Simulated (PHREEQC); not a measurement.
Solution (25 °C): 0.037 mol/kgw CuCl2, 0.00062 mol/kgw FeCl2 and 4e-05 mol/kgw KCl. Closed to the air; pH follows from the charge balance.

Model: ion-association model, wateq4f.dat, run in PHREEQC.

```
Property                Value
--------------  -------------
pH                       4.46
ionic strength  0.107 mol/kgw
```

```
species     molality  activity   log γ
----------  --------  --------  ------
Cl-           0.0725    0.0551  -0.120
Cu+2          0.0343    0.0135  -0.406
CuCl+        0.00261   0.00199  -0.117
Fe+2        0.000597  0.000234  -0.406
CuCl2        5.75e-5   5.89e-5   0.011
H+           4.19e-5   3.45e-5  -0.085
K+           4.00e-5   3.04e-5  -0.120
FeCl+        2.29e-5   1.78e-5  -0.109
Cu2(OH)2+2   1.82e-5   6.64e-6  -0.438
```

No solid was allowed to form. The solution is supersaturated, for example in Atacamite, so a real one may precipitate; this is no full list. Species that the database lacks are ignored.
